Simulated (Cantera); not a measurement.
Charge: 1 mol Cu₂O, 0.83 mol CH₄, 3.5 mol N₂, held at 1925 °C.

Equilibrium computed with Cantera from the NASA thermochemical tables; the gas is ideal and each condensed phase is pure. Candidate condensed phases: C, C₆H₆, C₇H₈, C₈H₁₈, Cu, CuO, Cu(OH)₂, Cu₂O, H₂O; 139 gas species. Equilibrium is a limit: real reactors are often held back by kinetics, nucleation or transport.

What share of the Cu ends up in condensed phases as a function of P (Pa), at 10, 52, 270, 1400, 7200, 37000, 190000, 1000000?


```json
[
 {"P (Pa)": "10", "Cu condensed (%)": "0.0", "as": "-"},
 {"P (Pa)": "52", "Cu condensed (%)": "0.0", "as": "-"},
 {"P (Pa)": "270", "Cu condensed (%)": "0.0", "as": "-"},
 {"P (Pa)": "1400", "Cu condensed (%)": "0.0", "as": "-"},
 {"P (Pa)": "7200", "Cu condensed (%)": "0.0", "as": "-"},
 {"P (Pa)": "37000", "Cu condensed (%)": "79.9", "as": "Cu(l)"},
 {"P (Pa)": "190000", "Cu condensed (%)": "96.3", "as": "Cu(l)"},
 {"P (Pa)": "1000000", "Cu condensed (%)": "99.3", "as": "Cu(l)"}
]
```
